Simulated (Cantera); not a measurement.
Ignition delay

Mixture: CH4 : H2 : O2 : N2 = 1 : 0.045 : 2.06 : 7.76 (molar parts), equivalence ratio 0.98, at 4.74 atm, adiabatic and at constant pressure. Ignition delay is the time to a rise of 400 K.

Cantera simulation using GRI-Mech 3.0 (53 species, 325 reactions); the numbers are that mechanism's predictions, not measurements.

| T0 (K) | delay (ms) |
|---|---|
| 1100 | 17.3 |
| 1150 | 10.2 |
| 1200 | 5.98 |
| 1250 | 3.50 |
| 1300 | 2.06 |
| 1350 | 1.22 |

- apparent activation energy between 1250 and 1350 K: 150 kJ/mol
